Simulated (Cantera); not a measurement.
**SiO2 + C + N2 (carbothermic reduction)**

Feed: 1 mol SiO2, a varied amount of C, 0.69 mol N2, held at 1550 K and 1.33 mbar.

Method: chemical equilibrium by Gibbs-energy minimisation in Cantera with the NASA 1993 tables (ideal gas, pure condensed phases). Candidate condensed phases: C, Si, SiC, SiO2, Si2N2O, Si3N4; 34 gas species. Mutual solubility and eutectic melting of coexisting phases are not modelled. The tables hold silica as quartz up to 1696 K and as liquid above; real silica turns to tridymite and cristobalite and melts near 1996 K. Kinetics and transport are ignored.

```tsv
n(C) (mol)	x CO	x N2	x SiO	x CO2	x Si	x SiN	x SiO2	n SiO2(β-quartz)	n Si2N2O(s)	n SiC(s)
0.34	0.338	0.596	0.0658	9.56e-6	1.23e-7	3.62e-9	7.39e-9	0.751	0.0913	0
0.42	0.394	0.538	0.0681	1.08e-5	1.32e-7	3.68e-9	7.39e-9	0.696	0.116	0
0.52	0.454	0.475	0.0710	1.19e-5	1.43e-7	3.76e-9	7.39e-9	0.626	0.146	0
0.64	0.516	0.409	0.0746	1.29e-5	1.58e-7	3.86e-9	7.39e-9	0.542	0.182	0
0.78	0.577	0.344	0.0790	1.36e-5	1.77e-7	3.97e-9	7.39e-9	0.444	0.224	0
0.96	0.640	0.275	0.0852	1.40e-5	2.06e-7	4.12e-9	7.39e-9	0.317	0.277	0
1.2	0.704	0.202	0.0945	1.39e-5	2.53e-7	4.34e-9	7.39e-9	0.146	0.346	0
1.4	0.743	0.153	0.104	1.34e-5	3.04e-7	4.54e-9	7.39e-9	0.00165	0.402	0
1.8	0.800	0.168	0.0320	1.51e-6	8.96e-7	1.40e-8	2.40e-10	0	0.358	0.221
2.2	0.765	0.207	0.0274	1.31e-6	8.48e-7	1.47e-8	1.86e-10	0	0.226	0.487
2.7	0.730	0.245	0.0241	1.14e-6	8.14e-7	1.54e-8	1.50e-10	0	0.0586	0.821
```
x: gas mole fraction; n: condensed amount in mol.

From 0.34 mol C to 1.4 mol C the condensed part is SiO2(β-quartz) + Si2N2O(s). From 1.8 mol C to 2.7 mol C the condensed part is SiC(s) + Si2N2O(s). The main Si-bearing gas is SiO throughout. The share of Si in condensed phases is highest at 2.2 mol C (93.9 %) and lowest at 1.4 mol C (80.5 %).
